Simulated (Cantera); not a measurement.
Cantera run:

```python
import numpy as np
import cantera as ct

gas_names = """
    C CN CO CO2 C2 CCN CNC C2N2 C2O C3 C3O2 C4 C4N2 C5 N NCO NO NO2 NO3 N2 N2O O O2 O3 Si SiC SiC2 SiN
    SiO SiO2 Si2 Si2C Si2N Si3
""".split()
cond_names = """
    C(gr) Si(cr) Si(L) SiC(b) SiO2(Lqz) SiO2(hqz) SiO2(L) Si2N2O(s) Si3N4(a)
""".split()


# ... load() reads the species with a 1 bar reference pressure and builds the phases ...
atoms = {
    'Si': {'Si': 1},
    'N2O': {'N': 2, 'O': 1},
    'N2': {'N': 2},
    'CO2': {'C': 1, 'O': 2},
}
top_T = {'C(gr)': 4500, 'SiC(b)': 3050, 'Si2N2O(s)': 2100, 'Si3N4(a)': 2400}  # K; cautious upper limits of use, not melting points


# ... equilibrate(T, P, feed) seeds the gas with the atoms and calls Mixture.equilibrate('TP', solver="vcs", rtol=1e-11, max_steps=5000) ...
results = []
feed = {'Si': 1, 'N2O': 0.62, 'N2': 14, 'CO2': 0.83}  # mol
P = 2000  # Pa
for T in [998, 1048, 1098, 1148, 1198, 1248, 1298, 1348, 1398, 1448, 1498]:
    mix = equilibrate(T, P, feed)
    results.append((T, P, feed, dict(zip(mix.species_names, mix.species_moles))))
    x = sorted(zip(gas.X, gas.species_names), reverse=True)
    print(f"T = {T:g} K  P = {P:g} Pa  gas = {mix.phase_moles(0):.4g} mol")
    print("   x: " + "  ".join(f"{s} {v:.3e}" for v, s in x if v > 0.0001))
    print("   condensed (mol): " + ("  ".join(f"{mix.phase(i).name} {mix.phase_moles(i):.4g}"
          for i in range(1, mix.n_phases) if mix.phase_moles(i) > 1e-12) or "none"))
```

Output:

```
T = 998 K  P = 2000 Pa  gas = 14.9 mol
   x: N2 9.812e-01  CO 1.878e-02
   condensed (mol): C(gr) 0.5501  SiO2(hqz) 1
T = 1048 K  P = 2000 Pa  gas = 14.9 mol
   x: N2 9.812e-01  CO 1.879e-02
   condensed (mol): C(gr) 0.55  SiO2(hqz) 1
T = 1098 K  P = 2000 Pa  gas = 15.06 mol
   x: N2 9.658e-01  CO 3.418e-02
   condensed (mol): C(gr) 0.3154  SiO2(hqz) 0.8436  Si2N2O(s) 0.07822
T = 1148 K  P = 2000 Pa  gas = 15.27 mol
   x: N2 9.456e-01  CO 5.436e-02
   condensed (mol): SiO2(hqz) 0.6333  Si2N2O(s) 0.1834
T = 1198 K  P = 2000 Pa  gas = 15.27 mol
   x: N2 9.456e-01  CO 5.436e-02
   condensed (mol): SiO2(hqz) 0.6333  Si2N2O(s) 0.1834
T = 1248 K  P = 2000 Pa  gas = 15.27 mol
   x: N2 9.456e-01  CO 5.436e-02
   condensed (mol): SiO2(hqz) 0.6333  Si2N2O(s) 0.1834
T = 1298 K  P = 2000 Pa  gas = 15.27 mol
   x: N2 9.456e-01  CO 5.436e-02
   condensed (mol): SiO2(hqz) 0.6333  Si2N2O(s) 0.1833
T = 1348 K  P = 2000 Pa  gas = 15.27 mol
   x: N2 9.456e-01  CO 5.436e-02
   condensed (mol): SiO2(hqz) 0.6333  Si2N2O(s) 0.1833
T = 1398 K  P = 2000 Pa  gas = 15.27 mol
   x: N2 9.456e-01  CO 5.436e-02
   condensed (mol): SiO2(hqz) 0.6332  Si2N2O(s) 0.1832
T = 1448 K  P = 2000 Pa  gas = 15.27 mol
   x: N2 9.455e-01  CO 5.436e-02
   condensed (mol): SiO2(hqz) 0.6328  Si2N2O(s) 0.1829
T = 1498 K  P = 2000 Pa  gas = 15.27 mol
   x: N2 9.453e-01  CO 5.433e-02  SiO 3.958e-04
   condensed (mol): SiO2(hqz) 0.6313  Si2N2O(s) 0.1813
```

Cantera equilibrium calculation (NASA polynomials, part measured and part estimated; ideal gas, pure solids and liquids). Mutual solubility and eutectic melting of coexisting phases are not modelled. The tables hold silica as quartz up to 1696 K and as liquid above; real silica turns to tridymite and cristobalite and melts near 1996 K.
